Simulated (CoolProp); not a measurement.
Model: reference Helmholtz-energy equation of state, Lemmon 2006, in CoolProp. It is a short technical equation, of lower accuracy than the large ones.

Q: Give the vapour pressure (MPa), liquid density (kg/m³), vapour Z, liquid conductivity (mW/(m K)) of saturated C2F6 (R116) at 227.3, 256.4 K.

A: 
```csv
T (K),p (MPa),liquid density (kg/m³),vapour Z,liquid conductivity (mW/(m K))
227.3,0.435,1450,0.874,63.3
256.4,1.15,1270,0.746,51.6
```

Thermal conductivity comes from a separate model (Huber 2003), an estimate that may be off by 10 % or more.
